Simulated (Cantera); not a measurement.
Input (Python, Cantera) and output of one run.

```python
import numpy as np
import cantera as ct

gas_names = """
    Cu CuF CuF2 Cu2 F F2 H HF H2 H2F2 H3F3 H4F4 H5F5 H6F6 H7F7
""".split()
cond_names = """
    Cu(cr) Cu(L) CuF2(s) CuF2(L)
""".split()


# ... load() reads the species with a 1 bar reference pressure and builds the phases ...
atoms = {
    'Cu': {'Cu': 1},
    'F2': {'F': 2},
    'H2': {'H': 2},
}
top_T = {}  # K; cautious upper limits of use, not melting points


# ... equilibrate(T, P, feed) seeds the gas with the atoms and calls Mixture.equilibrate('TP', solver="vcs", rtol=1e-11, max_steps=5000) ...
results = []
feed = {'Cu': 1, 'F2': 0.44, 'H2': 0.28}  # mol
P = 16  # Pa
for T in [848, 898, 948, 998, 1048, 1098, 1148, 1198, 1248, 1298, 1348, 1398, 1448, 1498]:
    mix = equilibrate(T, P, feed)
    results.append((T, P, feed, dict(zip(mix.species_names, mix.species_moles))))

top = {s: max(r[3][s] / sum(r[3][g] for g in gas_names) for r in results) for s in gas_names}
cols = sorted((s for s in top if top[s] > 1e-05), key=lambda s: -top[s])[:9]
seen = [c for c in cond_names if any(r[3].get(c, 0) > 1e-12 for r in results)]
print("log10 of partial pressures in bar; condensed amounts in mol")
print(f"{'T/K':>10s}" + "".join(f"{s[:9]:>10s}" for s in cols + seen))
for T, P, feed, n in results:
    ng = sum(n[g] for g in gas_names)
    print(f"{T:10.4g}" + "".join(f"{np.log10(max(n[s] / ng * P / 1e5, 1e-99)):10.3f}" for s in cols)
          + "".join(f"{n.get(c, 0):10.4g}" for c in seen))
```

Output:

```
log10 of partial pressures in bar; condensed amounts in mol
       T/K        HF       CuF      CuF2        Cu       Cu2         F    Cu(cr)     Cu(L)   CuF2(s)
       848    -3.796    -7.190    -7.312   -13.934   -21.024   -14.394    0.8399         0    0.1597
       898    -3.798    -6.342    -6.431   -12.788   -19.389   -13.207    0.8392         0    0.1579
       948    -3.809    -5.588    -5.648   -11.763   -17.930   -12.147    0.8353         0    0.1472
       998    -3.865    -4.912    -4.947   -10.842   -16.619   -11.194    0.8149         0   0.08851
      1048    -3.948    -4.525    -4.762   -10.009   -15.436   -10.555    0.7659         0         0
      1098    -3.966    -4.378    -5.002    -9.254   -14.363   -10.178    0.7316         0         0
      1148    -3.980    -4.297    -5.326    -8.565   -13.386    -9.885    0.7052         0         0
      1198    -3.987    -4.261    -5.696    -7.935   -12.492    -9.653    0.6909         0         0
      1248    -3.990    -4.246    -6.074    -7.356   -11.672    -9.458    0.6844         0         0
      1298    -3.992    -4.240    -6.438    -6.822   -10.917    -9.284    0.6812         0         0
      1348    -3.993    -4.239    -6.781    -6.329   -10.219    -9.126    0.6783         0         0
      1398    -3.995    -4.240    -7.089    -5.887    -9.603    -8.966         0    0.6733         0
      1448    -4.001    -4.245    -7.380    -5.479    -9.038    -8.816         0    0.6616         0
      1498    -4.014    -4.258    -7.666    -5.100    -8.512    -8.684         0    0.6341         0
```

Method: chemical equilibrium by Gibbs-energy minimisation in Cantera with the NASA 1993 tables (ideal gas, pure condensed phases).
